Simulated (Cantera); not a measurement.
Mixture: H2 : O2 : N2 = 1 : 1.02 : 3.84 (molar parts), equivalence ratio 0.49, at 0.670 bar, adiabatic and at constant volume. Ignition delay is the time to a rise of 400 K.

Model: the H2/O2 subset of GRI-Mech 3.0, which has no nitrogen chemistry, integrated in Cantera. Where the delays flatten at high temperature, the 400 K rule measures the pace of heat release, not the induction time.

```csv
quantity,before,after
delay at 1000 K,0.313 ms,0.551 ms
delay at 1200 K,72.6 µs,0.177 ms
delay at 1400 K,39.3 µs,0.120 ms
delay at 1600 K,34.2 µs,0.131 ms
```

What was changed between the two runs?
A) constant pressure in place of constant volume
B) pressure from 0.670 bar to 0.300 bar
C) pressure from 0.670 bar to 10.0 bar
D) pressure from 0.670 bar to 1.00 bar

B, pressure from 0.670 bar to 0.300 bar
